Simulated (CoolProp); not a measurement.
A single-stage vapour-compression cycle with hydrogen sulfide: evaporating at 226.15 K (dew point), condensing at 287.15 K (bubble point), superheat 5 K, subcooling 0 K, compressor efficiency 0.85, no pressure losses. Each further row changes one setting.

Values from CoolProp's reference Helmholtz-energy equation of state, Lemmon 2006. It is a short technical equation, of lower accuracy than the large ones.

```csv
case,cooling COP,pressure ratio,discharge temperature (K),refrigerating effect (kJ/kg),volumetric capacity (kJ/m³)
as stated,[?],8.02,410.2,410,1430
evaporating temperature 231.15 K,2.70,6.46,395.8,414,[?]
condensing temperature 282.15 K,2.64,7.01,[?],421,1470
subcooling 5 K,2.43,8.02,410.2,421,1470
superheat 15 K,2.32,8.02,[?],420,1400
compressor efficiency 0.75,2.09,8.02,430.8,410,1430
```

### Question
Complete the blanks.

### Answer

- as stated, cooling COP: 2.37
- evaporating temperature 231.15 K, volumetric capacity (kJ/m³): 1760
- condensing temperature 282.15 K, discharge temperature (K): 396.0
- superheat 15 K, discharge temperature (K): 427.0
